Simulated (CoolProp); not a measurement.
Saturation properties of ethane.

Values from CoolProp's reference Helmholtz-energy equation of state, Bücker 2006.

```csv
T (K),p (MPa),liquid density (kg/m³),surface tension (mN/m),liquid conductivity (mW/(m K))
182.1,0.08851,546.9,16.6,169
193.4,0.1593,532.6,14.8,159
204.6,0.2662,517.8,13.0,148
215.9,…,502.2,…,138
227.1,0.6342,485.7,9.62,128
238.4,0.9198,…,7.96,119
249.6,1.286,…,6.37,110
260.9,…,427.3,4.82,101
272.2,2.332,402.6,3.35,91.6
283.4,3.034,373.0,2.00,82.8
294.7,3.893,332.3,0.798,74.1
```

### Question
What belongs in the gaps?

### Answer

- 215.9, p (MPa): 0.4216
- 215.9, surface tension (mN/m): 11.3
- 238.4, liquid density (kg/m³): 467.9
- 249.6, liquid density (kg/m³): 448.8
- 260.9, p (MPa): 1.753

It boils at 184.6 K under 1 atm.

Thermal conductivity comes from a separate model (Friend 1991). Surface tension comes from a separate correlation (Mulero 2012).
